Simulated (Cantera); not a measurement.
What does this Cantera script print?

```python
import numpy as np
import cantera as ct

gas_names = """
    AL ALH ALN ALO ALOH ALO2 ALO2H AL2 AL2O AL2O2 H HALO HNO HNO2 HNO3 HO2 H2 H2O H2O2 N NH NH2 NH3
    NH2OH NO NO2 NO3 N2 N2H2 N2H4 N2O O OH O2 O3
""".split()
cond_names = """
    AL(cr) AL(L) ALN(s) AL2O3(a) AL2O3(L) H2O(s) H2O(L)
""".split()


# ... load() reads the species with a 1 bar reference pressure and builds the phases ...
atoms = {
    'Al2O3': {'AL': 2, 'O': 3},
    'H2': {'H': 2},
    'N2': {'N': 2},
}
top_T = {'ALN(s)': 2750}  # K; cautious upper limits of use, not melting points


# ... equilibrate(T, P, feed) seeds the gas with the atoms and calls Mixture.equilibrate('TP', solver="vcs", rtol=1e-11, max_steps=5000) ...
results = []
feed = {'Al2O3': 1, 'H2': 45, 'N2': 18}  # mol
T = 998.15  # K
P = 5800  # Pa
mix = equilibrate(T, P, feed)
results.append((T, P, feed, dict(zip(mix.species_names, mix.species_moles))))
print(gas.report(threshold=1e-06))
for i in range(1, mix.n_phases):
    print(f"{mix.phase(i).name:16s} {mix.phase_moles(i):12.5e} mol")
```

Output:

```
       temperature   998.15 K
          pressure   5800 Pa
           density   0.0066002 kg/m^3
  mean mol. weight   9.4441 kg/kmol
   phase of matter   gas

                          1 kg             1 kmol
                     ---------------   ---------------
          enthalpy        2.2079e+06        2.0851e+07  J
   internal energy        1.3291e+06        1.2552e+07  J
           entropy             22504        2.1253e+05  J/K
    Gibbs function       -2.0254e+07       -1.9128e+08  J
 heat capacity c_p            3269.9             30881  J/K
 heat capacity c_v            2389.5             22567  J/K

                      mass frac. Y      mole frac. X     chem. pot. / RT
                     ---------------   ---------------   ---------------
                H2           0.15247           0.71428           -20.685
               NH3        1.9891e-05         1.103e-05           -45.506
                N2           0.84751           0.28571           -28.957
     [  +32 minor]        1.8445e-07        1.0385e-07

AL(L)             0.00000e+00 mol
ALN(s)            4.04334e-06 mol
AL2O3(a)          9.99998e-01 mol
```

Equilibrium computed with Cantera from the NASA thermochemical tables; the gas is ideal and each condensed phase is pure.
